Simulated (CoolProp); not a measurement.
Oxygen along the isobar 8.36 bar: Z from the reference equation and from simpler models built on Tc = 154.6 K, pc = 50.46 bar, ω = 0.022; each cubic takes its own stable root.

Model: reference Helmholtz-energy equation of state, Schmidt 1985, in CoolProp.

```json
[
 {"T (K)": "76.6", "phase": "liquid", "reference": "0.03478"},
 {"T (K)": "92.4", "phase": "liquid", "reference": "0.03077"},
 {"T (K)": "108.1", "phase": "liquid", "reference": "0.02841"},
 {"T (K)": "123.9", "phase": "gas", "reference": "0.8831"},
 {"T (K)": "139.6", "phase": "gas", "reference": "0.9206"},
 {"T (K)": "155.4", "phase": "gas", "reference": "0.9435"},
 {"T (K)": "171.2", "phase": "gas", "reference": "0.9584"},
 {"T (K)": "186.9", "phase": "gas", "reference": "0.9686"},
 {"T (K)": "202.7", "phase": "gas", "reference": "0.9759"},
 {"T (K)": "218.5", "phase": "gas", "reference": "0.9814"},
 {"T (K)": "234.2", "phase": "gas", "reference": "0.9854"},
 {"T (K)": "250", "phase": "gas", "reference": "0.9886"},
 {"T (K)": "265.7", "phase": "gas", "reference": "0.9911"}
]
```

How far does each simpler model (van der Waals, Redlich-Kwong, Soave-Redlich-Kwong, Peng-Robinson) lie from the reference over these 13 states: mean and median of the absolute difference, and the worst?


- van der Waals: mean 235.7 %, median 0.3 %, worst +2966.2 % at 108.1 K and 8.36 bar
- Redlich-Kwong: mean 0.3 %, median 0.1 %, worst -1.6 % at 76.6 K and 8.36 bar
- Soave-Redlich-Kwong: mean 0.2 %, median 0.1 %, worst +1.4 % at 108.1 K and 8.36 bar
- Peng-Robinson: mean 3.0 %, median 0.6 %, worst -11.4 % at 76.6 K and 8.36 bar

At some of these states van der Waals gives the other phase, because its saturation line lies elsewhere.
